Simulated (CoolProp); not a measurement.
Saturation properties of CH3F (R41).

Computed with CoolProp (reference Helmholtz-energy equation of state, Lemmon 2006). It is a short technical equation, of lower accuracy than the large ones.

```
T (K)   p (MPa)  vapour density (kg/m³)  enthalpy of vaporisation (kJ/kg)  liquid cp (kJ/(kg K))  surface tension (mN/m)
-----  --------  ----------------------  --------------------------------  ---------------------  ----------------------
159.4  0.008773                  0.2275                             532.7                  2.065                    21.2
172.7   0.02514                  0.6068                             516.6                  2.058                    19.0
186     0.06083                   1.382                             499.6                  2.062                    16.9
199.2    0.1284                   2.775                             481.5                  2.079                    14.8
212.5    0.2457                   5.109                             461.6                  2.110                    12.8
225.7    0.4310                   8.727                             439.9                  2.158                    10.8
239      0.7101                   14.19                             415.3                  2.231                    8.88
252.3     1.108                   22.17                             387.2                  2.337                    7.05
```

It boils at 194.8 K under 1 atm.

Surface tension comes from a separate correlation (Mulero 2012).
